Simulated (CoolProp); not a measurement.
Ethylene at 293.15 K and 10.8 MPa is compressed adiabatically to 21.4 MPa with isentropic efficiency 0.7. Each further row changes one setting.

Values from CoolProp's reference Helmholtz-energy equation of state, Smukala 2000.

```csv
case,work (kJ/kg),final temperature (K),final density (kg/m³)
as stated,___,___,___
efficiency 1,28.4,___,388
efficiency 0.65,43.6,___,___
```

Fill in the missing entries.


- as stated, work (kJ/kg): 40.5
- as stated, final temperature (K): 313.6
- as stated, final density (kg/m³): 381
- efficiency 1, final temperature (K): 309.4
- efficiency 0.65, final temperature (K): 314.7
- efficiency 0.65, final density (kg/m³): 379
